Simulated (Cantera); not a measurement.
Input: 1 mol Pb, 0.37 mol O₂, 5.5 mol H₂, held at 3.75 Torr.

Equilibrium computed with Cantera from the NASA thermochemical tables; the gas is ideal and each condensed phase is pure. Candidate condensed phases: H₂O, Pb, PbO, PbO₂, Pb₃O₄; 12 gas species. Kinetics and transport are ignored.

What share of the Pb ends up in condensed phases as a function of T (K), at 775, 825, 875, 925, 975, 1025, 1075, 1125, 1175, 1225, 1275, 1325, 1375?


```tsv
T (K)	Pb condensed (%)	as
775	100.0	Pb(l)
825	100.0	Pb(l)
875	99.9	Pb(l)
925	99.7	Pb(l)
975	99.0	Pb(l)
1025	96.9	Pb(l)
1075	91.5	Pb(l)
1125	78.4	Pb(l)
1175	47.5	Pb(l)
1225	0.0	-
1275	0.0	-
1325	0.0	-
1375	0.0	-
```
